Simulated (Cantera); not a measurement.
Mixture: CH₃OH : O₂ : N₂ = 1 : 1.97 : 7.42 (molar parts), equivalence ratio 0.76, at 0.464 atm, adiabatic and at constant volume. Ignition delay is the time to a rise of 400 K.

Cantera simulation using GRI-Mech 3.0 (53 species, 325 reactions); the numbers are that mechanism's predictions, not measurements. GRI-Mech 3.0 was tuned for natural gas; its chemistry of methanol as a main component is partial and can be far from experiment.

Problem. What does this change do: pressure from 0.464 atm to 0.977 atm?

Solution. 
| quantity | before | after |
|---|---|---|
| delay at 1150 K | 46.3 ms | 23.7 ms |
| delay at 1350 K | 2.28 ms | 1.15 ms |
| delay at 1550 K | 0.286 ms | 0.142 ms |
| delay at 1750 K | 64.9 µs | 32.1 µs |
| apparent activation energy between 1650 and 1850 K | 160 kJ/mol | 160 kJ/mol |

Problem. What does this change do: pressure from 0.464 atm to 2.66 atm?

Solution. 
```csv
quantity,before,after
delay at 1150 K,46.3 ms,10.1 ms
delay at 1350 K,2.28 ms,0.475 ms
delay at 1550 K,0.286 ms,57.5 µs
delay at 1750 K,64.9 µs,12.8 µs
apparent activation energy between 1650 and 1850 K,160 kJ/mol,170 kJ/mol
```

Problem. What does this change do: N2 7.42 to 16 parts?

Solution. 
```tsv
quantity	before	after
delay at 1150 K	46.3 ms	57.2 ms
delay at 1350 K	2.28 ms	2.97 ms
delay at 1550 K	0.286 ms	0.410 ms
delay at 1750 K	64.9 µs	0.130 ms
```
Where the delays flatten at high temperature, the 400 K rule measures the pace of heat release, not the induction time.
